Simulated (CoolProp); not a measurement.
A simple Rankine cycle with R1224YDZ: condensing at 301.15 K, boiler at 0.697 MPa, turbine inlet 391 K, turbine efficiency 0.9, pump efficiency 0.7, no recuperator. Each further row changes one setting.

Model: reference Helmholtz-energy equation of state, Akasaka 2023, in CoolProp.

```csv
case,thermal efficiency (%),net work (kJ/kg),heat in (kJ/kg),turbine exit temperature (K),volume ratio over the turbine
as stated,[?],24.7,234,355.5,[?]
turbine inlet 411 K,[?],[?],254,375.7,4.15
condensing temperature 293.15 K,[?],[?],243,349.1,5.52
boiler pressure 0.488 MPa,8.2,19.3,237,365.0,2.91
turbine efficiency 0.8,9.4,21.9,234,358.7,4.24
```

Question: Fill in the missing entries.

Answer: 
- as stated, thermal efficiency (%): 10.6
- as stated, volume ratio over the turbine: 4.19
- turbine inlet 411 K, thermal efficiency (%): 10.4
- turbine inlet 411 K, net work (kJ/kg): 26.5
- condensing temperature 293.15 K, thermal efficiency (%): 12.2
- condensing temperature 293.15 K, net work (kJ/kg): 29.6
